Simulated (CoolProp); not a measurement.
1-butene along the isobar 1.18 MPa: fugacity coefficient from the reference equation and from simpler models built on Tc = 419.3 K, pc = 4.006 MPa, ω = 0.192; each cubic takes its own stable root.

The numbers come from the reference Helmholtz-energy equation of state, Lemmon 2005 in CoolProp. It is a short technical equation, of lower accuracy than the large ones.

```
T (K)   phase  reference
-----  ------  ---------
334.4  liquid     0.5791
349    liquid     0.7697
363.6     gas     0.8388
378.3     gas     0.8588
392.9     gas     0.8753
407.6     gas     0.8895
422.2     gas     0.9014
436.9     gas     0.9119
451.5     gas     0.9208
466.1     gas     0.9287
480.8     gas     0.9357
```

Task: How far does each simpler model (van der Waals, Redlich-Kwong, Soave-Redlich-Kwong, Peng-Robinson) lie from the reference over these 11 states: mean and median of the absolute difference, and the worst?

Result: 
- van der Waals: mean 6.9 %, median 2.0 %, worst +46.9 % at 334.4 K and 1.18 MPa
- Redlich-Kwong: mean 3.0 %, median 0.4 %, worst +20.5 % at 334.4 K and 1.18 MPa
- Soave-Redlich-Kwong: mean 0.7 %, median 0.3 %, worst +2.4 % at 349 K and 1.18 MPa
- Peng-Robinson: mean 0.7 %, median 0.8 %, worst -0.9 % at 422.2 K and 1.18 MPa

At some of these states van der Waals, Redlich-Kwong gives the other phase, because its saturation line lies elsewhere.
